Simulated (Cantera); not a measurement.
Feed: 1 mol Si, 0.99 mol SF6, 1.7 mol F2, at 250 °C and 6.80 Pa.

Equilibrium computed with Cantera from the NASA thermochemical tables; the gas is ideal and each condensed phase is pure. Candidate condensed phases: S, Si; 21 gas species. The tables' values for S2F2 (SSF2) are old estimates; treat these amounts as uncertain. Equilibrium is a limit: real reactors are often held back by kinetics, nucleation or transport.

Q: What is the equilibrium state?

A: 
```json
{
 "x(SiF4)": "0.512",
 "x(SF6)": "0.407",
 "x(SF4)": "0.0637",
 "x(S2F2 (SSF2))": "0.0179",
 "x(SF2)": "2.45e-6",
 "x(SF3)": "2.07e-6",
 "gas_amount": "1.955 mol",
 "log10 activity of S(l) (absent)": "-6.63",
 "log10 activity of Si(s) (absent)": "-90.70"
}
```
